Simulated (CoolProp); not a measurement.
R1234ze(Z) along the isotherm 166.85 °C: density (kg/m³) from the reference equation and from simpler models built on Tc = 150.1 °C, pc = 35.31 bar, ω = 0.327; each cubic takes its own stable root.

The numbers come from the reference Helmholtz-energy equation of state, Akasaka 2019 in CoolProp.

```json
[
 {"p (bar)": "5.52", "phase": "gas", "reference": "18.16"},
 {"p (bar)": "11", "phase": "gas", "reference": "38.45"},
 {"p (bar)": "16.5", "phase": "gas", "reference": "61.83"},
 {"p (bar)": "22.1", "phase": "gas", "reference": "89.99"},
 {"p (bar)": "27.6", "phase": "gas", "reference": "124.1"},
 {"p (bar)": "33.1", "phase": "gas", "reference": "169.2"},
 {"p (bar)": "38.6", "phase": "supercritical", "reference": "237.1"},
 {"p (bar)": "44.1", "phase": "supercritical", "reference": "373.5"},
 {"p (bar)": "49.6", "phase": "supercritical", "reference": "557.0"},
 {"p (bar)": "55.2", "phase": "supercritical", "reference": "641.1"},
 {"p (bar)": "60.7", "phase": "supercritical", "reference": "686.3"},
 {"p (bar)": "66.2", "phase": "supercritical", "reference": "717.8"},
 {"p (bar)": "71.7", "phase": "supercritical", "reference": "742.3"},
 {"p (bar)": "77.2", "phase": "supercritical", "reference": "762.4"},
 {"p (bar)": "82.7", "phase": "supercritical", "reference": "779.5"},
 {"p (bar)": "88.3", "phase": "supercritical", "reference": "794.7"}
]
```

### Question
How far does each simpler model (ideal gas, van der Waals, Redlich-Kwong, Soave-Redlich-Kwong, Peng-Robinson) lie from the reference over these 16 states: mean and median of the absolute difference, and the worst?

### Answer
- ideal gas: mean 49.9 %, median 64.3 %, worst -73.2 % at 166.85 °C and 55.2 bar
- van der Waals: mean 16.5 %, median 14.1 %, worst -32.5 % at 166.85 °C and 88.3 bar
- Redlich-Kwong: mean 10.2 %, median 9.4 %, worst -20.0 % at 166.85 °C and 60.7 bar
- Soave-Redlich-Kwong: mean 13.5 %, median 17.3 %, worst -24.1 % at 166.85 °C and 55.2 bar
- Peng-Robinson: mean 8.3 %, median 10.5 %, worst -17.4 % at 166.85 °C and 55.2 bar
